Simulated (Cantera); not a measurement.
A freely propagating, adiabatic, planar premixed flame of 16.0 % CO, 10.4 % H2, 4.31 % CH4, 19.8 % O2, 49.5 % N2, unburnt at 423 K and 0.730 bar; mixture-averaged transport, grid criteria slope 0.08 and curve 0.16, no radiation.

Cantera simulation using GRI-Mech 3.0 (53 species, 325 reactions); the numbers are that mechanism's predictions, not measurements. Burning velocities carry a grid error of a few per cent, more on coarse grids.

Q: Predict: laminar burning velocity; thermal thickness; peak x(CH2O); peak x(HCN).

A: 
| Property | Value |
|---|---|
| laminar burning velocity | 255 cm/s |
| thermal thickness | 0.345 mm |
| peak x(CH2O) | 0.000554 |
| peak x(HCN) | 2.36e-7 |
